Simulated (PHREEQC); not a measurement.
A solution holds 3.8 mmol/kgw CaSO4, 5.7 mmol/kgw Na2HPO4 and 0.39 mmol/kgw NaCl, at 40 °C. Closed to the air; pH follows from the charge balance.

Equilibrium calculation in PHREEQC: ion-association model, phreeqc.dat.

Precipitation was switched off in this run.

Q: Order these S species by the share of S that they hold, largest first: SO4-2, CaSO4, NaSO4-.

A: SO4-2 (88 %), CaSO4 (9.1 %), NaSO4- (3.1 %)

The pH is 7.93 and the ionic strength 0.0236 mol/kgw. Examples of supersaturated solids here: Hydroxyapatite. Others may be too. Away from 25 °C the constants follow the database's enthalpies or fits; those with neither stay at their 25 °C values.
